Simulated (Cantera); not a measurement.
# Equilibrium for carbothermic reduction: TiO2 + C + CO

Input: 1 mol TiO2, 1 mol C, 0.61 mol CO, held at 570000 Pa.

Equilibrium computed with Cantera from the NASA thermochemical tables; the gas is ideal and each condensed phase is pure. Candidate condensed phases: C, Ti, TiC, TiO, TiO2, Ti2O3, Ti3O5, Ti4O7; 15 gas species. Mutual solubility and eutectic melting of coexisting phases are not modelled. TiC: taken at fixed stoichiometry. Condensed phases not in the tables: Magnéli phases beyond Ti4O7. The numbers say what is thermodynamically allowed, not how fast it happens.

```
T (°C)   x CO     x CO2     x TiO  n C(graphite)  n TiO2(rutile)  n Ti4O7(s)  n Ti3O5(s)  n TiC(s)
------  -----  --------  --------  -------------  --------------  ----------  ----------  --------
752     0.503     0.497    <1e-12           1.20            1.00           0           0         0
827     0.731     0.269    <1e-12           1.13            1.00           0           0         0
902     0.880     0.120    <1e-12           1.07            1.00           0           0         0
977     0.950    0.0496    <1e-12           1.03            1.00           0           0         0
1052    0.979    0.0211    <1e-12           1.01            1.00           0           0         0
1127    0.990   0.00959    <1e-12           1.01            1.00           0           0         0
1202    0.995   0.00469    <1e-12          0.754               0       0.250           0         0
1277    0.998   0.00246    <1e-12          0.752               0       0.250           0         0
1352    0.999   0.00137  2.94e-12          0.668               0           0       0.333         0
1427    0.999  0.000803  3.56e-11          0.667               0           0       0.333         0
1502    0.999  0.000511  3.39e-10              0               0           0       0.250     0.250
1577    0.999  0.000504   2.04e-9              0               0           0       0.250     0.250
```
x: gas mole fraction; n: condensed amount in mol.

From 752 °C to 1127 °C the condensed part is C(graphite) + TiO2(rutile). From 1202 °C to 1277 °C the condensed part is C(graphite) + Ti4O7(s). From 1352 °C to 1427 °C the condensed part is C(graphite) + Ti3O5(s). From 1502 °C to 1577 °C the condensed part is TiC(s) + Ti3O5(s).
